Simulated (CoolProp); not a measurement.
R143a at 298.15 K and 2.01 MPa flows at 0.56 m/s in a round tube of 10 mm bore and 0.25 µm roughness, fully developed (64/Re and Nu = 3.66 if laminar; Colebrook and Gnielinski if turbulent). Each further row changes one setting.

The numbers come from the reference Helmholtz-energy equation of state, Lemmon and Jacobsen 2000 in CoolProp.

```csv
case,Reynolds number,Darcy friction factor,pressure drop (Pa/m),heat-transfer coefficient (W/(m² K)),mass flow (kg/h)
as stated,46200,0.0214,(withheld),1420,148
velocity 1.12 m/s,92400,0.0184,1080,(withheld),297
diameter 20 mm,92400,0.0184,(withheld),1260,594
```

### Question
Fill in the missing entries.

### Answer

- as stated, pressure drop (Pa/m): 314
- velocity 1.12 m/s, heat-transfer coefficient (W/(m² K)): 2540
- diameter 20 mm, pressure drop (Pa/m): 135

Viscosity comes from a separate model (Klein 1997), an estimate that may be off by 10 % or more. Thermal conductivity comes from a separate model (McLinden 2000), an estimate that may be off by 10 % or more.
